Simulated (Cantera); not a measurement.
Input: 1 mol Si, 0.025 mol CO2, 1.6 mol N2, equilibrated at 1650 °C and 260000 Pa.

Equilibrium computed with Cantera from the NASA thermochemical tables; the gas is ideal and each condensed phase is pure. Candidate condensed phases: C, Si, SiC, SiO2, Si2N2O, Si3N4; 34 gas species. Mutual solubility and eutectic melting of coexisting phases are not modelled. The numbers say what is thermodynamically allowed, not how fast it happens.

Base state: N2 0.992, CO 0.00746, SiO 0.000218 (mole fractions); condensed: SiC(s) + Si2N2O(s) + Si3N4(s).

Question: What changes in the equilibrium state with this change: pressure from 260000 Pa to 10000 Pa?

Answer: 
```
species           before     after
--------------  --------  --------
N2                 0.992     0.976
SiO             0.000218    0.0169
CO               0.00746   0.00734
Si2N             2.93e-8   1.17e-5
Si               5.18e-7  0.000119
SiN              2.62e-7   1.18e-5
SiC(s), mol       0.0178    0.0177
Si2N2O(s), mol    0.0426    0.0261
Si3N4(s), mol      0.299     0.304
```
The tables' values for SiN are old estimates; treat these amounts as uncertain.
